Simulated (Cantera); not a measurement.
Mixture: 4.71 % CH4, 1.37 % C2H6, 18.0 % O2, 67.4 % N2, 8.49 % CO2, equivalence ratio 0.79, at 10.9 atm, adiabatic and at constant pressure. Ignition delay is the time to a rise of 400 K.

Detailed kinetics in Cantera: GRI-Mech 3.0 (53 species, 325 reactions).

Task: Predict: delay at 1123 K; delay at 1173 K; delay at 1223 K; delay at 1273 K; delay at 1323 K; delay at 1373 K; apparent activation energy between 1273 and 1373 K.

Result: 
```json
{
 "delay at 1123 K": "2.78 ms",
 "delay at 1173 K": "1.21 ms",
 "delay at 1223 K": "0.561 ms",
 "delay at 1273 K": "0.280 ms",
 "delay at 1323 K": "0.151 ms",
 "delay at 1373 K": "87.5 µs",
 "apparent activation energy between 1273 and 1373 K": "170 kJ/mol"
}
```
